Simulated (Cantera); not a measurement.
What does this Cantera script print?

```python
import numpy as np
import cantera as ct

gas = ct.Solution("gri30.yaml")
gas.TPX = 1450, 1600, {'H2': 0.26, 'O2': 1}
reactor = ct.IdealGasConstPressureReactor(gas, energy="off", clone=False)
net = ct.ReactorNet([reactor])
net.rtol, net.atol = 1e-08, 1e-18
show = ['H2', 'O2', 'HO2', 'H2O2', 'H']
times = np.geomspace(1e-06, 7, 12)

steps = ct.SolutionArray(gas, extra=["t"])
rows = []
print(f"{'t/s':>10s}{'T/K':>9s}{'P/Pa':>11s}" + "".join(f"{s:>11s}" for s in show))
for t in times:
    while net.time < t:
        t_next = net.step()
        steps.append(gas.state, t=t_next)
    rows.append([np.interp(t, steps.t, y) for y in (steps.T, steps.P, *steps(*show).X.T)])
    print(f"{t:10.3e}{rows[-1][0]:9.1f}{rows[-1][1]:11.4g}" + "".join(f"{x:11.3e}" for x in rows[-1][2:]))
rate = np.gradient(steps.T, steps.t)
print("integrator steps:", len(steps.t))
if steps.T.max() > steps.T[0] + 200:
    print(f"time of steepest temperature rise: {steps.t[rate.argmax()]:.4e} s")
gas.TPX = 1450, 1600, {'H2': 0.26, 'O2': 1}
gas.equilibrate("TP")
print(f"equilibrium (TP): T = {gas.T:.1f} K  " + "  ".join(f"{s} {gas[s].X[0]:.3e}" for s in show))
```

Output:

```
       t/s      T/K       P/Pa         H2         O2        HO2       H2O2          H
 1.000e-06   1450.0       1600  2.063e-01  7.937e-01  8.963e-09  5.651e-13  8.724e-09
 4.191e-06   1450.0       1600  2.063e-01  7.937e-01  3.755e-08  9.901e-12  3.419e-08
 1.756e-05   1450.0       1600  2.063e-01  7.937e-01  1.573e-07  1.717e-10  1.367e-07
 7.359e-05   1450.0       1600  2.063e-01  7.936e-01  6.574e-07  2.893e-09  1.709e-06
 3.084e-04   1450.0       1600  1.811e-01  7.783e-01  2.917e-06  4.286e-08  9.914e-03
 1.292e-03   1450.0       1600  1.057e-02  6.628e-01  5.915e-06  2.135e-07  5.469e-02
 5.416e-03   1450.0       1600  8.887e-03  6.852e-01  6.168e-06  2.233e-07  3.908e-02
 2.270e-02   1450.0       1600  3.789e-03  7.369e-01  5.696e-06  1.989e-07  9.430e-03
 9.512e-02   1450.0       1600  3.674e-04  7.658e-01  1.770e-06  7.364e-08  2.673e-04
 3.986e-01   1450.0       1600  2.776e-05  7.693e-01  2.626e-07  1.716e-08  5.533e-06
 1.670e+00   1450.0       1600  3.843e-06  7.697e-01  1.625e-07  5.169e-09  2.862e-07
 7.000e+00   1450.0       1600  1.985e-06  7.698e-01  1.914e-07  3.936e-09  1.065e-07
integrator steps: 1584
equilibrium (TP): T = 1450.0 K  H2 1.976e-06  O2 7.698e-01  HO2 1.917e-07  H2O2 3.931e-09  H 1.058e-07
```

Model: GRI-Mech 3.0 (53 species, 325 reactions), integrated in Cantera. Radical loss at walls, strong at low pressure, is not modelled. The temperature is held fixed by assumption; the heat of reaction is taken as removed at once.
